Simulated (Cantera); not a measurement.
Feed: 1 mol PbO, 0.38 mol CO, 0.44 mol H2, held at 998 K and 150 Pa.

These are equilibrium values from Cantera (NASA tables, ideal gas, pure condensed phases), not measurements of a reactor. Candidate condensed phases: C, C6H6, C7H8, C8H18, H2O, Pb, PbO, PbO2, Pb3O4; 113 gas species. Kinetics and transport are ignored.

Base state: H2O 0.531, CO2 0.458, Pb 0.0103, PbO 0.000190, H2 7.76e-5, CO 4.63e-5 (mole fractions); condensed: Pb(l) + PbO(yellow).

**Question.** What changes in the equilibrium state with this change: PbO replaced by Pb?

**Answer.** 
```
species             before     after
----------------  --------  --------
H2                 7.76e-5     0.531
CO                 4.63e-5     0.458
Pb                  0.0103    0.0103
H2O                  0.531  0.000149
CO2                  0.458  0.000186
PbO               0.000190     <1e-9
CH4                  <1e-9   4.13e-5
Pb(l), mol           0.811     0.991
PbO(yellow), mol     0.180         0
C(graphite), mol         0  0.000244
```
